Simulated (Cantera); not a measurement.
# Equilibrium for silicon nitride deposition: SiH2Cl2 + N2 + NH3

A closed system holds: 1 mol SiH2Cl2, 1.7 mol N2, 3.5 mol NH3, at 3.75 Torr.

These are equilibrium values from Cantera (NASA tables, ideal gas, pure condensed phases), not measurements of a reactor. Candidate condensed phases: NH4Cl, Si, Si3N4; 28 gas species. The tables' values for SiCl, SiCl3, SiN are old estimates; treat these amounts as uncertain. Gases not in the tables: Si2H6 and higher silanes. Kinetics and transport are ignored.

```tsv
T (K)	x H2	x N2	x HCl	x SiCl2	x H	x Si	x SiCl	n Si3N4(s)	n Si(l)
898	0.525	0.278	0.195	1.69e-8	1.12e-9	<1e-12	<1e-12	0.330	0
1048	0.524	0.278	0.197	2.81e-6	7.91e-8	<1e-12	<1e-12	0.331	0
1198	0.524	0.278	0.197	0.000126	1.95e-6	<1e-12	6.50e-11	0.331	0
1348	0.526	0.279	0.193	0.00225	2.37e-5	4.27e-10	2.47e-8	0.324	0
1498	0.535	0.286	0.163	0.0160	0.000178	2.02e-7	2.36e-6	0.277	0
1648	0.551	0.298	0.106	0.0427	0.000935	3.02e-5	7.08e-5	0.184	0
1798	0.535	0.322	0.0903	0.0472	0.00364	0.000617	0.000472	0	0.478
1948	0.524	0.318	0.0944	0.0433	0.0116	0.00465	0.00165	0	0.455
2098	0.494	0.307	0.0934	0.0378	0.0306	0.0261	0.00465	0	0.202
```
x: gas mole fraction; n: condensed amount in mol.

From 898 K to 1648 K the condensed part is Si3N4(s). From 1798 K to 2098 K the condensed part is Si(l). The main Si-bearing gas is SiCl4 at 898 K and SiCl2 at 2098 K.
